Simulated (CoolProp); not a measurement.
Properties of R236FA at several states (Tc = 124.9 °C, pc = 3191 kPa, ω = 0.377).

Values from CoolProp's reference Helmholtz-energy equation of state, Pan 2012.

```json
[
 {"T (°C)": "-3.95", "p (kPa)": "139", "phase": "liquid", "viscosity (µPa s)": "?", "Prandtl number": "?", "fugacity coefficient": "0.6314"},
 {"T (°C)": "19.95", "p (kPa)": "9520", "phase": "liquid", "viscosity (µPa s)": "357", "Prandtl number": "?", "fugacity coefficient": "?"},
 {"T (°C)": "121.55", "p (kPa)": "11.6", "phase": "gas", "viscosity (µPa s)": "14.6", "Prandtl number": "0.672", "fugacity coefficient": "0.9987"},
 {"T (°C)": "103.35", "p (kPa)": "92.5", "phase": "gas", "viscosity (µPa s)": "13.9", "Prandtl number": "?", "fugacity coefficient": "0.9877"}
]
```

Complete the blanks.


- -3.95, viscosity (µPa s): 419
- -3.95, Prandtl number: 6.10
- 19.95, Prandtl number: 5.38
- 19.95, fugacity coefficient: 0.03365
- 103.35, Prandtl number: 0.683

Viscosity comes from a separate model (Huber 2003), an estimate that may be off by 10 % or more. Thermal conductivity comes from a separate model (Huber 2003), an estimate that may be off by 10 % or more.
